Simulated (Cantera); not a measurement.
Input (Python, Cantera):

```python
import numpy as np
import cantera as ct

gas = ct.Solution("gri30.yaml")
gas.TPX = 373, 1600000, {'CO': 1, 'H2': 0.62, 'CH4': 0.076, 'O2': 1.34, 'N2': 5.02}
inlet = ct.Reservoir(gas, clone=True)
gas.equilibrate("HP")  # start burning
reactor = ct.IdealGasConstPressureReactor(gas, energy="on", clone=False)
exhaust = ct.Reservoir(gas, clone=True)
tau = [0.045, 0.02, 0.0086, 0.0038, 0.0017, 0.00072, 0.00032, 0.00014, 6e-05, 2.6e-05, 1.2e-05][0]
for a, b in ((inlet, reactor), (reactor, exhaust)):
    ct.MassFlowController(a, b, mdot=lambda t: reactor.mass / tau)
net = ct.ReactorNet([reactor])
show = ['CO', 'H2', 'CH4', 'N2O', 'CH2']

rows = []
print(f"{'tau/s':>10s}{'T/K':>9s}" + "".join(f"{s:>11s}" for s in show))
for tau in [0.045, 0.02, 0.0086, 0.0038, 0.0017, 0.00072, 0.00032, 0.00014, 6e-05, 2.6e-05, 1.2e-05]:
    net.initial_time = 0.0
    net.advance(30 * tau)
    before = gas.X
    net.advance(40 * tau)
    drift = np.max(np.abs(gas.X - before) / (gas.X + 1e-9))
    rows.append([gas.T, *gas[show].X, drift])
    print(f"{tau:10.3e}{gas.T:9.1f}" + "".join(f"{x:11.3e}" for x in gas[show].X))
```

Result:

```
     tau/s      T/K         CO         H2        CH4        N2O        CH2
 4.500e-02   2158.1  8.248e-04  1.105e-04  1.698e-07  1.128e-06  1.425e-09
 2.000e-02   2158.7  9.320e-04  1.203e-04  3.689e-07  1.175e-06  3.190e-09
 8.600e-03   2157.5  1.165e-03  1.413e-04  8.079e-07  1.274e-06  7.296e-09
 3.800e-03   2153.9  1.623e-03  1.828e-04  1.653e-06  1.464e-06  1.593e-08
 1.700e-03   2146.6  2.473e-03  2.606e-04  3.163e-06  1.794e-06  3.339e-08
 7.200e-04   2132.4  4.100e-03  4.103e-04  5.994e-06  2.298e-06  7.036e-08
 3.200e-04   2110.0  6.708e-03  6.484e-04  1.069e-05  2.776e-06  1.352e-07
 1.400e-04   2073.2  1.104e-02  1.034e-03  1.943e-05  3.026e-06  2.488e-07
 6.000e-05   2012.6  1.834e-02  1.644e-03  3.780e-05  2.928e-06  4.349e-07
 2.600e-05   1910.3  3.113e-02  2.613e-03  8.483e-05  2.562e-06  7.003e-07
 1.200e-05    373.0  1.241e-01  7.696e-02  9.434e-03  1.622e-20 -1.472e-34
```

Cantera simulation using GRI-Mech 3.0 (53 species, 325 reactions); the numbers are that mechanism's predictions, not measurements. The pressure lies above the range GRI-Mech 3.0 was tuned for (to about 10 atm).
